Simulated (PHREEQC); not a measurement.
Solution (25 °C): 1.6 mmol/kgw HF and 0.96 mmol/kgw (CH3)4NF. Closed to the air; pH follows from the charge balance.

The numbers come from PHREEQC with the ion-association model, phreeqc.dat.

```
quantity         before    after
--------------  -------  -------
pH                 3.30     3.22
HF2- (mol/kgw)  6.07e-6  4.10e-6
```

What was changed between the two runs?
(A) (CH3)4NF from 0.00096 to 0.00048 mol/kgw
(B) HF left out
(C) diluted 10-fold with water
(D) temperature from 25 to 80 °C
(E) (CH3)4NF from 0.00096 to 0.0048 mol/kgw

A, (CH3)4NF from 0.00096 to 0.00048 mol/kgw

No solid was allowed to form. (CH3)4N+ isn't in the database: it is added as a free cation with an ion size of 4 Å.
